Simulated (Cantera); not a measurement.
An adiabatic, constant-volume homogeneous reactor starts with CH₄ : O₂ : N₂ = 1 : 2.94 : 11.1 (molar parts), at 1075 K and 760 Torr.

Computed with Cantera and GRI-Mech 3.0 (53 species, 325 reactions).

**Question.** Predict: time of steepest temperature rise; temperature at 7.00 s; equilibrium temperature; x(O₂) at 7.00 s; x(NO) at 7.00 s; x(HCO) at 7.00 s; x(H₂O₂) at 7.00 s; x(HO₂) at 7.00 s.

**Answer.** 
| Item | Result |
|---|---|
| time of steepest temperature rise | 0.245 s |
| temperature at 7.00 s | 2576 K |
| equilibrium temperature | 2576 K |
| x(O₂) at 7.00 s | 0.0567 (gas-phase equilibrium 0.0567) |
| x(NO) at 7.00 s | 0.0131 (gas-phase equilibrium 0.0131) |
| x(HCO) at 7.00 s | 3.12e-9 (gas-phase equilibrium 3.12e-9) |
| x(H₂O₂) at 7.00 s | 3.77e-7 (gas-phase equilibrium 3.77e-7) |
| x(HO₂) at 7.00 s | 8.98e-6 (gas-phase equilibrium 8.98e-6) |
